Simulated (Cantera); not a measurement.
A closed system holds: 1 mol Si, a varied amount of HBr, at 6.30 Pa.

Equilibrium computed with Cantera from the NASA thermochemical tables; the gas is ideal and each condensed phase is pure. Candidate condensed phases: Br2, Si; 19 gas species. The tables' values for SiBr3 are old estimates. Equilibrium is a limit: real reactors are often held back by kinetics, nucleation or transport.

### Question
What condenses at these points (T in °C, n(HBr) in mol): (352, 2.3); (352, 3.8); (852, 4.9); (552, 3.3); (1052, 2.8)?

### Answer
```csv
T (°C),n(HBr) in mol,condensed phases,Si condensed (%)
352,2.3,Si,42.5
352,3.8,Si,5.0
852,4.9,gas only,0.0
552,3.3,Si,20.2
1052,2.8,gas only,0.0
```
